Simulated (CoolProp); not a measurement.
A single-stage vapour-compression cycle with the fluid: evaporating at 318.15 K (dew point), condensing at 341.15 K (bubble point), superheat 2 K, subcooling 0 K, compressor efficiency 0.75, no pressure losses. The same conditions are run with several fluids, on thermodynamics alone (safety and materials aside).

Model: reference Helmholtz-energy equation of state of each fluid (cyclopropane: Polt 1992; R124: de Vries 1995; R134a: Tillner-Roth 1994; R245fa: Akasaka 2015; isobutane: Bücker 2006; n-heptane: Span 2003), in CoolProp. The equations of Platzer and Polt are older, rougher fits.

Rank cyclopropane, R124, R134a, R245fa, isobutane, n-heptane by cooling COP, highest first.

n-heptane (9.48), R245fa (9.15), cyclopropane (8.89), isobutane (8.81), R124 (8.70), R134a (8.27)

```json
[
 {"fluid": "cyclopropane", "pressure ratio": "1.66", "discharge temperature (K)": "352.4", "refrigerating effect (kJ/kg)": "316", "volumetric capacity (kJ/m³)": "7280"},
 {"fluid": "R124", "pressure ratio": "1.77", "discharge temperature (K)": "344.3", "refrigerating effect (kJ/kg)": "108", "volumetric capacity (kJ/m³)": "4450"},
 {"fluid": "R134a", "pressure ratio": "1.74", "discharge temperature (K)": "348.3", "refrigerating effect (kJ/kg)": "123", "volumetric capacity (kJ/m³)": "6990"},
 {"fluid": "R245fa", "pressure ratio": "1.96", "discharge temperature (K)": "342.8", "refrigerating effect (kJ/kg)": "149", "volumetric capacity (kJ/m³)": "2420"},
 {"fluid": "isobutane", "pressure ratio": "1.72", "discharge temperature (K)": "342.5", "refrigerating effect (kJ/kg)": "248", "volumetric capacity (kJ/m³)": "3810"},
 {"fluid": "n-heptane", "pressure ratio": "2.46", "discharge temperature (K)": "341.2", "refrigerating effect (kJ/kg)": "302", "volumetric capacity (kJ/m³)": "176"}
]
```

The compression ends wet for: n-heptane.
